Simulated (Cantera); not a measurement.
# Low-pressure radical oxidation in H2/O2

An isothermal, constant-pressure homogeneous reactor starts with H2 : O2 : N2 = 0.43 : 1 : 0.79 (molar parts), at 1225 K and 0.0133 bar.

Model: GRI-Mech 3.0 (53 species, 325 reactions), integrated in Cantera. Radical loss at walls, strong at low pressure, is not modelled. The temperature is held fixed by assumption; the heat of reaction is taken as removed at once.

```json
[
 {"t (s)": "1.00e-5", "x H2": "0.194", "x O2": "0.450", "x NO": "<1e-12", "x O": "7.06e-11", "x H": "1.22e-9", "x NO2": "<1e-12"},
 {"t (s)": "4.60e-5", "x H2": "0.194", "x O2": "0.450", "x NO": "<1e-12", "x O": "1.21e-9", "x H": "5.60e-9", "x NO2": "<1e-12"},
 {"t (s)": "0.000211", "x H2": "0.194", "x O2": "0.450", "x NO": "<1e-12", "x O": "2.77e-8", "x H": "6.70e-8", "x NO2": "<1e-12"},
 {"t (s)": "0.000972", "x H2": "0.193", "x O2": "0.450", "x NO": "<1e-12", "x O": "0.000169", "x H": "0.000386", "x NO2": "<1e-12"},
 {"t (s)": "0.00447", "x H2": "0.0112", "x O2": "0.354", "x NO": "9.69e-7", "x O": "0.0508", "x H": "0.0666", "x NO2": "8.18e-12"},
 {"t (s)": "0.0206", "x H2": "0.00633", "x O2": "0.373", "x NO": "3.39e-6", "x O": "0.0243", "x H": "0.0233", "x NO2": "5.12e-11"},
 {"t (s)": "0.0946", "x H2": "0.000552", "x O2": "0.390", "x NO": "4.02e-6", "x O": "0.00194", "x H": "0.000528", "x NO2": "5.55e-10"},
 {"t (s)": "0.435", "x H2": "2.31e-5", "x O2": "0.391", "x NO": "4.03e-6", "x O": "8.17e-5", "x H": "4.56e-6", "x NO2": "3.16e-9"},
 {"t (s)": "2.00", "x H2": "2.19e-6", "x O2": "0.391", "x NO": "4.03e-6", "x O": "7.87e-6", "x H": "1.36e-7", "x NO2": "3.32e-9"}
]
```
x: mole fraction; the columns are a selection and need not sum to one.

Equilibrium at this temperature and pressure: H2 6.32e-8, O2 0.391, NO 0.000229, O 2.30e-7, H 6.83e-10, NO2 5.40e-7 (gas phase only).
